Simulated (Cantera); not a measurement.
**Ignition delay**

Mixture: 29.4 % CO, 4.41 % H2, 13.0 % O2, 48.8 % N2, 4.41 % H2O, at 42000 Pa, adiabatic and at constant volume. Ignition delay is the time to a rise of 400 K.

Cantera simulation using GRI-Mech 3.0 (53 species, 325 reactions); the numbers are that mechanism's predictions, not measurements. Where the delays flatten at high temperature, the 400 K rule measures the pace of heat release, not the induction time.

```json
[
 {"T0 (K)": "1275", "delay (ms)": "0.171"},
 {"T0 (K)": "1325", "delay (ms)": "0.150"},
 {"T0 (K)": "1375", "delay (ms)": "0.134"},
 {"T0 (K)": "1425", "delay (ms)": "0.124"},
 {"T0 (K)": "1475", "delay (ms)": "0.117"},
 {"T0 (K)": "1525", "delay (ms)": "0.114"},
 {"T0 (K)": "1575", "delay (ms)": "0.113"},
 {"T0 (K)": "1625", "delay (ms)": "0.115"},
 {"T0 (K)": "1675", "delay (ms)": "0.119"}
]
```
